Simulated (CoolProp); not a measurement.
Vapour-liquid equilibrium of hydrogen sulfide (1) + propane (2) at 245.9 K; x and y are mole fractions of (1).

Model: multi-fluid Helmholtz-energy mixture model, Lemmon 2006 and Lemmon 2009; pair parameters Kunz 2012, in CoolProp.

Give the bubble pressure and the first vapour's composition at x = 0.05, 0.275, 0.875. Is there an azeotrope?

x = 0.05: 238.6 kPa, y = 0.242; x = 0.275: 376.4 kPa, y = 0.590; x = 0.875: 450.6 kPa, y = 0.846. y crosses x between x = 0.8 and 0.875: the model has an azeotrope there.

The pair parameters rest on a limited set of measurements; away from them the model extrapolates.
